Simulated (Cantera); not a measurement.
Feed: 1 mol Pb, 46 mol H₂, 0.4 mol CO, equilibrated at 700 K and 0.248 Torr.

Equilibrium computed with Cantera from the NASA thermochemical tables; the gas is ideal and each condensed phase is pure. Candidate condensed phases: C, C₆H₆, C₇H₈, C₈H₁₈, H₂O, Pb, PbO, PbO₂, Pb₃O₄; 113 gas species. Rates play no part.

Base state: H₂ 0.990, CO 0.00687, CH₄ 0.00168, H₂O 0.00157, CO₂ 0.000103 (mole fractions); condensed: Pb(l).

**Question.** What changes in the equilibrium state with this change: Pb replaced by Fe(CO)₅?

**Answer.** 
```json
[
 {"species": "H₂", "before": "0.990", "after": "0.899"},
 {"species": "CO", "before": "0.00687", "after": "0.0800"},
 {"species": "H₂O", "before": "0.00157", "after": "0.0102"},
 {"species": "CO₂", "before": "0.000103", "after": "0.00852"},
 {"species": "CH₄", "before": "0.00168", "after": "0.00227"},
 {"species": "Pb(l), mol", "before": "1.000", "after": "0"},
 {"species": "C(graphite), mol", "before": "0", "after": "0.827"},
 {"species": "Fe(α), mol", "before": "0", "after": "1.00"}
]
```
Condensed phases not in the tables: cementite and carbon dissolved in iron. Further candidate phases: Fe, Fe(CO)₅, FeO, Fe(OH)₂, Fe(OH)₃, Fe₂O₃, Fe₃O₄.
